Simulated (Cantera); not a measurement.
Adiabatic ignition

An adiabatic, constant-volume homogeneous reactor starts with 11.4 % CH4, 15.2 % O2, 57.3 % N2, 16.0 % H2O, at 1650 K and 728 Torr.

Detailed kinetics in Cantera: GRI-Mech 3.0 (53 species, 325 reactions).

```json
[
 {"t (s)": "2.00e-6", "T (K)": "1650", "P (bar)": "0.970", "x CH4": "0.114", "x O2": "0.152", "x H2O": "0.160", "x C2H4": "2.43e-11", "x OH": "1.48e-7"},
 {"t (s)": "7.19e-6", "T (K)": "1650", "P (bar)": "0.970", "x CH4": "0.114", "x O2": "0.152", "x H2O": "0.160", "x C2H4": "2.50e-9", "x OH": "2.76e-7"},
 {"t (s)": "2.58e-5", "T (K)": "1650", "P (bar)": "0.970", "x CH4": "0.114", "x O2": "0.152", "x H2O": "0.160", "x C2H4": "1.96e-7", "x OH": "7.37e-7"},
 {"t (s)": "9.28e-5", "T (K)": "1650", "P (bar)": "0.970", "x CH4": "0.114", "x O2": "0.152", "x H2O": "0.160", "x C2H4": "1.56e-5", "x OH": "2.71e-6"},
 {"t (s)": "0.000334", "T (K)": "1692", "P (bar)": "0.999", "x CH4": "0.100", "x O2": "0.144", "x H2O": "0.168", "x C2H4": "0.00163", "x OH": "3.17e-5"},
 {"t (s)": "0.00120", "T (K)": "2787", "P (bar)": "1.80", "x CH4": "<1e-12", "x O2": "0.00268", "x H2O": "0.260", "x C2H4": "<1e-12", "x OH": "0.0151"},
 {"t (s)": "0.00431", "T (K)": "2782", "P (bar)": "1.80", "x CH4": "<1e-12", "x O2": "0.00254", "x H2O": "0.260", "x C2H4": "<1e-12", "x OH": "0.0147"},
 {"t (s)": "0.0155", "T (K)": "2782", "P (bar)": "1.80", "x CH4": "<1e-12", "x O2": "0.00253", "x H2O": "0.260", "x C2H4": "<1e-12", "x OH": "0.0147"},
 {"t (s)": "0.0557", "T (K)": "2782", "P (bar)": "1.80", "x CH4": "<1e-12", "x O2": "0.00253", "x H2O": "0.260", "x C2H4": "<1e-12", "x OH": "0.0147"},
 {"t (s)": "0.200", "T (K)": "2782", "P (bar)": "1.80", "x CH4": "<1e-12", "x O2": "0.00253", "x H2O": "0.260", "x C2H4": "<1e-12", "x OH": "0.0147"}
]
```
x: mole fraction; the columns are a selection and need not sum to one.

```
Property                                                             Value
---------------------------------  ---------------------------------------
time of steepest temperature rise                                 0.426 ms
temperature at 0.200 s                                              2782 K
equilibrium temperature                                             2782 K
x(CH4) at 0.200 s                    <1e-12 (gas-phase equilibrium <1e-12)
x(O2) at 0.200 s                   0.00253 (gas-phase equilibrium 0.00253)
x(H2O) at 0.200 s                      0.260 (gas-phase equilibrium 0.260)
```
